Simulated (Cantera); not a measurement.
What does this Cantera script print?

```python
import numpy as np
import cantera as ct

gas_names = """
    H HNO HNO2 HNO3 HO2 H2 H2O H2O2 H2S H2SO4 N NH NH2 NH3 NH2OH NO NO2 NO3 N2 N2H2 N2H4 N2O O OH O2 O3
    S SH SN SO SO2 SO3 S2 S2O S8
""".split()
cond_names = """
    H2O(s) H2O(L) H2SO4(L) S(cr1) S(cr2) S(L)
""".split()


def load(file, names, dense=False):
    # The tables refer to 1 bar. Condensed volumes are neglected.
    table = {s.name: s for s in ct.Species.list_from_file(file)}
    out = []
    for n in names:
        d = dict(table[n].input_data)
        d["thermo"] = dict(d["thermo"], **{"reference-pressure": 1e5})
        if dense:
            d["equation-of-state"] = {"model": "constant-volume", "density": "1e6 g/cm^3"}
        out.append(ct.Species.from_dict(d))
    return out


gas = ct.Solution(thermo="ideal-gas", species=load("nasa_gas.yaml", gas_names))
cond = {s.name: ct.Solution(thermo="fixed-stoichiometry", species=[s], name=s.name)
        for s in load("nasa_condensed.yaml", cond_names, dense=True)}
atoms = {
    'H2S': {'H': 2, 'S': 1},
    'H2O': {'H': 2, 'O': 1},
    'N2': {'N': 2},
}
top_T = {}  # K; cautious upper limits of use, not melting points


def equilibrate(T, P, feed):
    n = {}
    for name, mol in feed.items():
        for a, k in atoms[name].items():
            n[a] = n.get(a, 0.0) + k * mol
    gas.TPX = T, P, n
    mass = sum(n.values()) * gas.mean_molecular_weight
    gas.equilibrate("TP")
    valid = [c for c in cond.values() if c.min_temp <= T <= top_T.get(c.name, c.max_temp)]
    mix = ct.Mixture([(gas, mass / gas.mean_molecular_weight)] + [(c, 0.0) for c in valid])
    mix.T, mix.P = T, P
    mix.equilibrate("TP", solver="vcs", rtol=1e-11, max_steps=5000)
    return mix


results = []
feed = {'H2S': 1, 'H2O': 0.58, 'N2': 1.7}  # mol
P = 1000  # Pa
for T in [1425, 1475, 1525, 1575, 1625, 1675, 1725, 1775, 1825, 1875, 1925, 1975, 2025, 2075]:
    mix = equilibrate(T, P, feed)
    results.append((T, P, feed, dict(zip(mix.species_names, mix.species_moles))))
    x = sorted(zip(gas.X, gas.species_names), reverse=True)
    print(f"T = {T:g} K  P = {P:g} Pa  gas = {mix.phase_moles(0):.4g} mol")
    print("   x: " + "  ".join(f"{s} {v:.3e}" for v, s in x if v > 1e-06))
    print("   condensed (mol): " + ("  ".join(f"{mix.phase(i).name} {mix.phase_moles(i):.4g}"
          for i in range(1, mix.n_phases) if mix.phase_moles(i) > 1e-12) or "none"))
```

Output:

```
T = 1425 K  P = 1000 Pa  gas = 3.708 mol
   x: N2 4.585e-01  H2 2.315e-01  H2O 1.525e-01  S2 1.121e-01  H2S 4.127e-02  SH 1.907e-03  SO2 1.732e-03  SO 3.921e-04  S2O 1.294e-04  S 5.451e-05  H 3.282e-05
   condensed (mol): none
T = 1475 K  P = 1000 Pa  gas = 3.724 mol
   x: N2 4.565e-01  H2 2.395e-01  H2O 1.502e-01  S2 1.147e-01  H2S 3.333e-02  SH 2.427e-03  SO2 2.363e-03  SO 6.520e-04  S2O 1.522e-04  S 1.026e-04  H 6.347e-05  OH 1.043e-06
   condensed (mol): none
T = 1525 K  P = 1000 Pa  gas = 3.738 mol
   x: N2 4.548e-01  H2 2.464e-01  H2O 1.476e-01  S2 1.163e-01  H2S 2.710e-02  SO2 3.151e-03  SH 3.024e-03  SO 1.045e-03  S 1.847e-04  S2O 1.758e-04  H 1.174e-04  OH 2.183e-06
   condensed (mol): none
T = 1575 K  P = 1000 Pa  gas = 3.75 mol
   x: N2 4.533e-01  H2 2.525e-01  H2O 1.446e-01  S2 1.172e-01  H2S 2.221e-02  SO2 4.098e-03  SH 3.699e-03  SO 1.617e-03  S 3.192e-04  H 2.088e-04  S2O 1.995e-04  OH 4.346e-06
   condensed (mol): none
T = 1625 K  P = 1000 Pa  gas = 3.761 mol
   x: N2 4.519e-01  H2 2.581e-01  H2O 1.412e-01  S2 1.172e-01  H2S 1.836e-02  SO2 5.190e-03  SH 4.453e-03  SO 2.420e-03  S 5.319e-04  H 3.584e-04  S2O 2.226e-04  OH 8.255e-06
   condensed (mol): none
T = 1675 K  P = 1000 Pa  gas = 3.773 mol
   x: N2 4.506e-01  H2 2.634e-01  H2O 1.372e-01  S2 1.166e-01  H2S 1.529e-02  SO2 6.398e-03  SH 5.285e-03  SO 3.507e-03  S 8.576e-04  H 5.959e-04  S2O 2.440e-04  OH 1.501e-05
   condensed (mol): none
T = 1725 K  P = 1000 Pa  gas = 3.784 mol
   x: N2 4.493e-01  H2 2.684e-01  H2O 1.327e-01  S2 1.154e-01  H2S 1.284e-02  SO2 7.680e-03  SH 6.191e-03  SO 4.931e-03  S 1.341e-03  H 9.622e-04  S2O 2.629e-04  OH 2.621e-05  SN 1.002e-06
   condensed (mol): none
T = 1775 K  P = 1000 Pa  gas = 3.796 mol
   x: N2 4.478e-01  H2 2.733e-01  H2O 1.278e-01  S2 1.135e-01  H2S 1.085e-02  SO2 8.985e-03  SH 7.167e-03  SO 6.739e-03  S 2.039e-03  H 1.513e-03  S2O 2.787e-04  OH 4.405e-05  SN 1.471e-06  NO 1.247e-06
   condensed (mol): none
T = 1825 K  P = 1000 Pa  gas = 3.809 mol
   x: N2 4.463e-01  H2 2.778e-01  H2O 1.224e-01  S2 1.111e-01  SO2 1.026e-02  H2S 9.221e-03  SO 8.966e-03  SH 8.202e-03  S 3.022e-03  H 2.321e-03  S2O 2.907e-04  OH 7.150e-05  NO 2.216e-06  SN 2.107e-06
   condensed (mol): none
T = 1875 K  P = 1000 Pa  gas = 3.824 mol
   x: N2 4.445e-01  H2 2.821e-01  H2O 1.167e-01  S2 1.081e-01  SO 1.163e-02  SO2 1.144e-02  SH 9.285e-03  H2S 7.876e-03  S 4.369e-03  H 3.482e-03  S2O 2.986e-04  OH 1.123e-04  NO 3.793e-06  SN 2.951e-06  O 1.049e-06
   condensed (mol): none
T = 1925 K  P = 1000 Pa  gas = 3.841 mol
   x: N2 4.425e-01  H2 2.859e-01  H2O 1.108e-01  S2 1.046e-01  SO 1.474e-02  SO2 1.248e-02  SH 1.040e-02  H2S 6.751e-03  S 6.175e-03  H 5.112e-03  S2O 3.020e-04  OH 1.712e-04  NO 6.273e-06  SN 4.043e-06  O 2.283e-06
   condensed (mol): none
T = 1975 K  P = 1000 Pa  gas = 3.861 mol
   x: N2 4.403e-01  H2 2.892e-01  H2O 1.047e-01  S2 1.004e-01  SO 1.828e-02  SO2 1.335e-02  SH 1.152e-02  S 8.541e-03  H 7.358e-03  H2S 5.798e-03  S2O 3.009e-04  OH 2.538e-04  NO 1.005e-05  SN 5.426e-06  O 4.751e-06
   condensed (mol): none
T = 2025 K  P = 1000 Pa  gas = 3.884 mol
   x: N2 4.377e-01  H2 2.917e-01  H2O 9.841e-02  S2 9.574e-02  SO 2.220e-02  SO2 1.402e-02  SH 1.262e-02  S 1.157e-02  H 1.039e-02  H2S 4.983e-03  OH 3.666e-04  S2O 2.954e-04  NO 1.564e-05  O 9.486e-06  SN 7.139e-06  O2 1.376e-06
   condensed (mol): none
T = 2075 K  P = 1000 Pa  gas = 3.911 mol
   x: N2 4.347e-01  H2 2.933e-01  H2O 9.210e-02  S2 9.045e-02  SO 2.643e-02  S 1.536e-02  SO2 1.446e-02  H 1.443e-02  SH 1.367e-02  H2S 4.278e-03  OH 5.169e-04  S2O 2.857e-04  NO 2.369e-05  O 1.824e-05  SN 9.211e-06  O2 2.448e-06
   condensed (mol): none
```

Cantera equilibrium calculation (NASA polynomials, part measured and part estimated; ideal gas, pure solids and liquids).
